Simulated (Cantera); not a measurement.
Feed: 1 mol MgCO₃, 0.13 mol O₂, held at 6980 Torr.

Method: chemical equilibrium by Gibbs-energy minimisation in Cantera with the NASA 1993 tables (ideal gas, pure condensed phases). Candidate condensed phases: C, Mg, MgCO₃, MgO; 15 gas species. Rates play no part.

### Question
Which condensed phases are stable at each of these points (T (K)): 698, 773, 848, 923, 998, 1073, 1148, 1223, 1298, 1373, 1448, 1523?

### Answer
```csv
T (K),condensed phases,Mg condensed (%)
698,MgCO₃(s) + MgO(s),100.0
773,MgO(s),100.0
848,MgO(s),100.0
923,MgO(s),100.0
998,MgO(s),100.0
1073,MgO(s),100.0
1148,MgO(s),100.0
1223,MgO(s),100.0
1298,MgO(s),100.0
1373,MgO(s),100.0
1448,MgO(s),100.0
1523,MgO(s),100.0
```

At 698 K the condensed part is MgCO₃(s) + MgO(s). From 773 K to 1523 K the condensed part is MgO(s).
